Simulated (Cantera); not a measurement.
# Premixed flame

A freely propagating, adiabatic, planar premixed flame of H2 : O2 : N2 = 1 : 0.515 : 2.42 (molar parts), equivalence ratio 0.97, unburnt at 300 K and 75.0 Torr; mixture-averaged transport, grid criteria slope 0.08 and curve 0.16, no radiation.

Detailed kinetics in Cantera: the H2/O2 subset of GRI-Mech 3.0, which has no nitrogen chemistry. Burning velocities carry a grid error of a few per cent, more on coarse grids.

```csv
z (mm),T (K),u (m/s),x H2,x O2,x OH,x H2O,x HO2,x O
-23.6,300,1.48,0.254,0.131,<1e-8,<1e-8,<1e-8,<1e-8
-15.7,300,1.48,0.254,0.131,<1e-8,<1e-8,<1e-8,<1e-8
-11.8,300,1.48,0.254,0.131,<1e-8,<1e-8,<1e-8,<1e-8
-7.85,300,1.48,0.254,0.131,<1e-8,<1e-8,<1e-8,<1e-8
-3.93,302,1.48,0.252,0.131,6.43e-7,2.48e-5,8.38e-6,1.18e-7
-1.96,495,2.37,0.224,0.128,0.000632,0.0129,6.11e-5,5.57e-5
0,936,4.35,0.131,0.0975,0.00109,0.0861,1.47e-5,0.00275
1.96,1223,5.62,0.0466,0.0435,0.00405,0.183,5.40e-6,0.00841
3.93,1349,6.17,0.0328,0.0309,0.00580,0.206,3.33e-6,0.00927
7.85,1480,6.71,0.0325,0.0270,0.00756,0.214,2.43e-6,0.00872
15.7,1616,7.26,0.0319,0.0237,0.00908,0.223,1.79e-6,0.00743
31.4,1748,7.78,0.0294,0.0204,0.00996,0.233,1.31e-6,0.00575
62.8,1870,8.25,0.0253,0.0170,0.00997,0.244,9.26e-7,0.00400
```
x: mole fraction of selected species; z is measured from the peak of heat release.

```
Item                        Result
------------------------  --------
laminar burning velocity  148 cm/s
thermal thickness          7.85 mm
peak x(OH)                  0.0101
peak x(HO2)               0.000100
peak x(O)                  0.00927
grid points                    130
```
